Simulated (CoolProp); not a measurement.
The numbers come from the reference Helmholtz-energy equation of state, Zhou 2011 in CoolProp.

**Question.** For dimethyl carbonate, give the phase and the Z, cv (kJ/(kg K)), speed of sound (m/s), Joule-Thomson coefficient (K/MPa) at 316.85 °C and 7160 kPa; 316.85 °C and 9200 kPa; 316.85 °C and 10200 kPa.

**Answer.** 
- 316.85 °C and 7160 kPa: supercritical; Z 0.388, cv 1.91, speed of sound 144, Joule-Thomson coefficient 8.16
- 316.85 °C and 9200 kPa: supercritical; Z 0.344, cv 1.88, speed of sound 212, Joule-Thomson coefficient 3.13
- 316.85 °C and 10200 kPa: supercritical; Z 0.355, cv 1.87, speed of sound 243, Joule-Thomson coefficient 2.30
